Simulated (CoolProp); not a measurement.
Vapour-liquid equilibrium of R143a (1) + isobutane (2) at 0.243 MPa; x and y are mole fractions of (1).

Model: multi-fluid Helmholtz-energy mixture model, Lemmon and Jacobsen 2000 and Bücker 2006; pair parameters Bell 2016, in CoolProp.

### Question
Give the bubble temperature and the first vapour's composition at x = 0.25, 0.75, 0.95. Is there an azeotrope?

### Answer
x = 0.25: 255.1 K, y = 0.716; x = 0.75: 247.7 K, y = 0.859; x = 0.95: 246.4 K, y = 0.957. No azeotrope shows between x = 0.05 and 0.95.

Pair parameters are fitted to limited data, so mixtures are less certain than the pure fluids. With so large a gap from Raoult's law the liquid may split in two, which this calculation doesn't test in full.
